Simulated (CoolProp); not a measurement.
Vapour-liquid equilibrium of R143a (1) + R236FA (2) at 9.85 °C; x and y are mole fractions of (1).

Values from CoolProp's multi-fluid Helmholtz-energy mixture model, Lemmon and Jacobsen 2000 and Pan 2012; pair parameters Bell 2016.

Problem. Give the bubble pressure and the first vapour's composition at x = 0.35, 0.5, 0.8. Is there an azeotrope?

Solution. x = 0.35: 0.3624 MPa, y = 0.692; x = 0.5: 0.4610 MPa, y = 0.807; x = 0.8: 0.6763 MPa, y = 0.943. No azeotrope shows between x = 0.05 and 0.95.

Pair parameters are fitted to limited data, so mixtures are less certain than the pure fluids.
